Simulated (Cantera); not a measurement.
S + SO₂ + H₂ (abatement and gas-phase synthesis)

Feed: 1 mol S, 0.44 mol SO₂, 2.4 mol H₂, equilibrated at 1.00 bar.

Equilibrium computed with Cantera from the NASA thermochemical tables; the gas is ideal and each condensed phase is pure. Candidate condensed phases: H₂O, H₂SO₄, S; 19 gas species. Equilibrium is a limit: real reactors are often held back by kinetics, nucleation or transport.

From 1575 K to 1975 K nothing is condensed.

```
T (K)  log p H₂  log p H₂O  log p H₂S  log p S₂  log p SH
-----  --------  ---------  ---------  --------  --------
1575      -0.54      -0.50      -0.58     -0.90     -2.39
1625      -0.51      -0.51      -0.63     -0.87     -2.28
1675      -0.48      -0.51      -0.67     -0.84     -2.18
1725      -0.46      -0.52      -0.72     -0.82     -2.09
1775      -0.44      -0.53      -0.77     -0.80     -2.01
1825      -0.42      -0.53      -0.82     -0.79     -1.94
1875      -0.41      -0.54      -0.87     -0.78     -1.87
1925      -0.40      -0.55      -0.92     -0.77     -1.80
1975      -0.39      -0.56      -0.97     -0.76     -1.75
```
log p: log10 of the partial pressure in bar; nothing condenses.
